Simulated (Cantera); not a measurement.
Cantera run:

```python
import numpy as np
import cantera as ct

gas_names = [...]  # 148 gases of nasa_gas.yaml made of Al, C, H, N, O
cond_names = """
    AL(cr) AL(L) ALN(s) AL2O3(a) AL2O3(L) C(gr) C6H6(L) C7H8(L) C8H18(L),n-octa H2O(s) H2O(L)
""".split()


# ... load() reads the species with a 1 bar reference pressure and builds the phases ...
atoms = {
    'Al(CH3)3': {'AL': 1, 'C': 3, 'H': 9},
    'N2O': {'N': 2, 'O': 1},
    'H2': {'H': 2},
}
top_T = {'ALN(s)': 2750, 'C(gr)': 4500}  # K; cautious upper limits of use, not melting points


# ... equilibrate(T, P, feed) seeds the gas with the atoms and calls Mixture.equilibrate('TP', solver="vcs", rtol=1e-11, max_steps=5000) ...
results = []
feed = {'Al(CH3)3': 1, 'N2O': 6.8, 'H2': 12}  # mol
P = 13332.2  # Pa
for T in [625, 825, 1025, 1225, 1425, 1625, 1825]:
    mix = equilibrate(T, P, feed)
    results.append((T, P, feed, dict(zip(mix.species_names, mix.species_moles))))
    x = sorted(zip(gas.X, gas.species_names), reverse=True)
    print(f"T = {T:g} K  P = {P:g} Pa  gas = {mix.phase_moles(0):.4g} mol")
    print("   x: " + "  ".join(f"{s} {v:.3e}" for v, s in x if v > 1e-05))
    print("   condensed (mol): " + ("  ".join(f"{mix.phase(i).name} {mix.phase_moles(i):.4g}"
          for i in range(1, mix.n_phases) if mix.phase_moles(i) > 1e-12) or "none"))
```

It prints:

```
T = 625 K  P = 13332.2 Pa  gas = 20.52 mol
   x: N2 3.312e-01  H2 2.748e-01  H2O 2.475e-01  CH4 1.407e-01  CO2 5.257e-03  NH3 3.040e-04  CO 2.817e-04
   condensed (mol): AL2O3(a) 0.5
T = 825 K  P = 13332.2 Pa  gas = 25.13 mol
   x: H2 5.293e-01  N2 2.705e-01  H2O 8.078e-02  CO 6.226e-02  CO2 3.392e-02  CH4 2.319e-02  NH3 6.248e-05
   condensed (mol): AL2O3(a) 0.5
T = 1025 K  P = 13332.2 Pa  gas = 26.3 mol
   x: H2 5.560e-01  N2 2.586e-01  CO 9.775e-02  H2O 7.130e-02  CO2 1.625e-02  CH4 8.168e-05  NH3 1.392e-05
   condensed (mol): AL2O3(a) 0.5
T = 1225 K  P = 13332.2 Pa  gas = 26.3 mol
   x: H2 5.499e-01  N2 2.586e-01  CO 1.041e-01  H2O 7.747e-02  CO2 9.987e-03
   condensed (mol): AL2O3(a) 0.5
T = 1425 K  P = 13332.2 Pa  gas = 26.3 mol
   x: H2 5.468e-01  N2 2.586e-01  CO 1.071e-01  H2O 8.052e-02  CO2 6.935e-03  H 1.382e-05
   condensed (mol): AL2O3(a) 0.5
T = 1625 K  P = 13332.2 Pa  gas = 26.3 mol
   x: H2 5.451e-01  N2 2.585e-01  CO 1.088e-01  H2O 8.217e-02  CO2 5.275e-03  H 1.427e-04
   condensed (mol): AL2O3(a) 0.5
T = 1825 K  P = 13332.2 Pa  gas = 26.31 mol
   x: H2 5.435e-01  N2 2.584e-01  CO 1.097e-01  H2O 8.312e-02  CO2 4.282e-03  H 8.892e-04
   condensed (mol): AL2O3(a) 0.5
```

These are equilibrium values from Cantera (NASA tables, ideal gas, pure condensed phases), not measurements of a reactor. The feed counts by its element totals alone. Gases not in the tables: Al(OH)3.
